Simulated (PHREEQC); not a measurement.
0.97 g of hydrous ferric oxide (600 m²/g; 0.2 weak and 0.005 strong sites per Fe, Dzombak-Morel constants, diffuse double layer) in 1 kg of water with 0.01 mol/kgw of an inert sodium salt and 0.024 mmol/kgw H3BO3 and 0.0092 mmol/kgw MgCl2, at 25 °C; the pH is set by adding NaOH or the inert anion's acid. Oxygen is held at 0.21 atm. The system is closed to CO2. Precipitation was switched off in this run.

The series has 13 steps of pH, from 4 to 12.

Computed with PHREEQC (ion-association model, wateq4f.dat).

Near which pH is half of the Mg sorbed, and on which side is more sorbed?

Near pH 7.8, with more sorbed at higher pH.

Species that the database lacks are ignored.
